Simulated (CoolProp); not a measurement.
Saturation properties of methane (Tc = 190.6 K, pc = 4599 kPa, ω = 0.011).

Computed with CoolProp (reference Helmholtz-energy equation of state, Setzmann 1991).

```
T (K)  p (kPa)  enthalpy of vaporisation (kJ/kg)  vapour viscosity (µPa s)  liquid conductivity (mW/(m K))
-----  -------  --------------------------------  ------------------------  ------------------------------
118.9    177.0                             496.9                      4.54                             174
122.5    227.6                             489.3                      4.68                             168
126      286.7                             481.5                      4.83                             164
129.6    358.6                             473.0                      4.97                             158
133.2    443.0                             464.0                      5.12                             153
136.7    538.3                             454.6                      5.27                             148
140.3    651.2                             444.3                      5.42                             143
143.8    776.5                             433.5                      5.58                             138
147.4    922.7                             421.7                      5.76                             133
150.9     1083                             409.3                      5.94                             128
154.5     1268                             395.6                      6.13                             123
158       1468                             381.1                      6.35                             118
```

It boils at 111.7 K under 1 atm.

Viscosity comes from a separate model (Quiñones-Cisneros 2006). Thermal conductivity comes from a separate model (Friend 1989).
